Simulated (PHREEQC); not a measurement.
A PHREEQC input (ion-association model, wateq4f.dat):

```
SOLUTION 1
  temp 298.15
  units mg/L
  pH 6.66
  pe 9.9
  Na 16.7
  K 1.63
  Ca 24.8
  Mg 12.7
  Cl 65.8
  S(6) 38.1 as SO4
  Alkalinity 24.8 as HCO3
  Ba 2.75
  Cd 0.275
  B 0.777
  Zn 3.4
  Si 1.82 as SiO2
END
USE solution 1
EQUILIBRIUM_PHASES 1
  CO2(g) -2 10
END
```

It stops with these messages:

```
WARNING: Maximum iterations exceeded, 100
WARNING: Maximum iterations exceeded, 100
WARNING: The program has failed to converge to a numerical solution.
ERROR:           Alkalinity has not converged. Total: 4.065088e-04	Calculated: -5.560527e-06	Residual: 4.120693e-04
ERROR: Is non-carbonate alkalinity greater than total alkalinity?
ERROR:                    B has not converged. Total: 7.189181e-05	Calculated: 7.444281e-05	Residual: -2.551004e-06
ERROR:                   Ba has not converged. Total: 2.002718e-05	Calculated: 8.289455e-06	Residual: 1.173772e-05
ERROR:                   Ca has not converged. Total: 6.188823e-04	Calculated: 6.720712e-04	Residual: -5.318896e-05
ERROR:                   Cd has not converged. Total: 2.447093e-06	Calculated: 1.328219e-07	Residual: 2.314271e-06
ERROR:                   Cl has not converged. Total: 1.856338e-03	Calculated: 2.112022e-03	Residual: -2.556842e-04
ERROR:                    K has not converged. Total: 4.169392e-05	Calculated: 4.762064e-05	Residual: -5.926725e-06
ERROR:                   Mg has not converged. Total: 5.224769e-04	Calculated: 5.180261e-05	Residual: 4.706743e-04
ERROR:                   Na has not converged. Total: 7.265497e-04	Calculated: 1.811900e-04	Residual: 5.453597e-04
ERROR:                 S(6) has not converged. Total: 3.966874e-04	Calculated: 1.679800e-04	Residual: 2.287073e-04
ERROR:                   Si has not converged. Total: 3.029664e-05	Calculated: 3.039405e-05	Residual: -9.741307e-08
ERROR:                   Zn has not converged. Total: 5.202170e-05	Calculated: 6.770549e-07	Residual: 5.134464e-05
ERROR:               A(H2O) Activity of water has not converged. 	Residual: 1.600006e+01
ERROR: Model failed to converge for initial solution  1.
```

### Question
Why does the run stop?

### Answer
The fault: the temperature typed in kelvin. The line should read `temp 25` where the input has `temp 298.15`. With the mend the run ends at pH 6.39 and ionic strength 0.00452 mol/kgw.
